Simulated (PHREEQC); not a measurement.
Make-up at 90 °C: 0.0035 mol/kgw CaSO4. Closed to the air; pH follows from the charge balance.

Computed with PHREEQC (ion-association model, phreeqc.dat).

```json
{
  "ionic_strength": "0.0109 mol/kgw",
  "specific_conductance": "1830 µS/cm"
}
```

| species | molality | activity | log γ |
|---|---|---|---|
| Ca+2 | 0.00274 | 0.00170 | -0.206 |
| SO4-2 | 0.00274 | 0.00169 | -0.208 |
| CaSO4 | 0.000763 | 0.000765 | 0.001 |
| OH- | 9.80e-7 | 8.65e-7 | -0.054 |
| H+ | 5.07e-7 | 4.55e-7 | -0.046 |
| HSO4- | 4.65e-7 | 4.11e-7 | -0.054 |
| CaHSO4+ | 9.51e-9 | 8.41e-9 | -0.054 |

Precipitation was switched off in this run. At this temperature some constants are extrapolated from 25 °C, and those without enthalpy data are left unchanged.
